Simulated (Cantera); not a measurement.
An adiabatic, constant-volume homogeneous reactor starts with CO : H2 : O2 : N2 = 1 : 0.043 : 0.261 : 0.98 (molar parts), at 1548 K and 10.0 bar.

Cantera simulation using GRI-Mech 3.0 (53 species, 325 reactions); the numbers are that mechanism's predictions, not measurements. The hydrogen kinetics of GRI-Mech 3.0 are dated; newer H2 mechanisms differ, most at raised pressure. Above 3000 K some thermodynamic fits are extrapolated.

Problem. Predict: time of steepest temperature rise; temperature at 0.300 s; equilibrium temperature; x(CO) at 0.300 s; x(H2) at 0.300 s; x(O2) at 0.300 s; x(H2O) at 0.300 s; x(NO) at 0.300 s; x(H) at 0.300 s.

Solution. 
```
Property                                                            Result
---------------------------------  ---------------------------------------
time of steepest temperature rise                                  4.59 µs
temperature at 0.300 s                                              3185 K
equilibrium temperature                                             3185 K
x(CO) at 0.300 s                       0.285 (gas-phase equilibrium 0.285)
x(H2) at 0.300 s                   0.00251 (gas-phase equilibrium 0.00251)
x(O2) at 0.300 s                     0.0101 (gas-phase equilibrium 0.0101)
x(H2O) at 0.300 s                    0.0134 (gas-phase equilibrium 0.0134)
x(NO) at 0.300 s                   0.00998 (gas-phase equilibrium 0.00998)
x(H) at 0.300 s                    0.00315 (gas-phase equilibrium 0.00315)
```
